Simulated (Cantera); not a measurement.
Input: 1 mol B2O3, 0.74 mol Cl2, 0.42 mol H2, held at 1.00 Torr.

Cantera equilibrium calculation (NASA polynomials, part measured and part estimated; ideal gas, pure solids and liquids). Candidate condensed phases: B, B2O3, B3O3H3, H2O; 33 gas species. The tables' values for BOCl are old estimates; treat these amounts as uncertain. Kinetics and transport are ignored.

x: gas mole fraction; n: condensed amount in mol.

```tsv
T (°C)	x HCl	x Cl2	x Cl	x BOCl	x HBO2	x O2	x B2O3	n B2O3(l)
850	0.714	0.258	0.0279	2.89e-5	6.44e-5	5.64e-5	4.64e-7	1.000
875	0.710	0.252	0.0369	5.29e-5	9.81e-5	7.86e-5	1.16e-6	1.000
900	0.706	0.245	?	9.40e-5	?	?	?	1.000
925	0.701	0.236	0.0616	0.000163	0.000215	0.000141	6.46e-6	1.000
950	0.695	0.226	0.0778	0.000275	0.000310	0.000182	1.44e-5	0.999
975	0.688	0.213	?	0.000452	?	?	?	0.999
1000	0.680	0.199	0.119	0.000724	0.000623	0.000292	6.51e-5	0.999
1025	0.670	0.184	0.143	0.00113	0.000870	0.000362	0.000132	0.998
1050	0.660	0.166	0.169	0.00171	0.00121	0.000445	0.000261	0.997
1075	0.649	0.148	0.198	0.00253	0.00167	0.000542	0.000501	0.996
```

**Question.** Some entries are withheld; supply them.

**Answer.** 
- 900, x Cl: 0.0480
- 900, x HBO2: 0.000146
- 900, x O2: 0.000106
- 900, x B2O3: 2.79e-6
- 975, x Cl: 0.0969
- 975, x HBO2: 0.000442
- 975, x O2: 0.000232
- 975, x B2O3: 3.11e-5
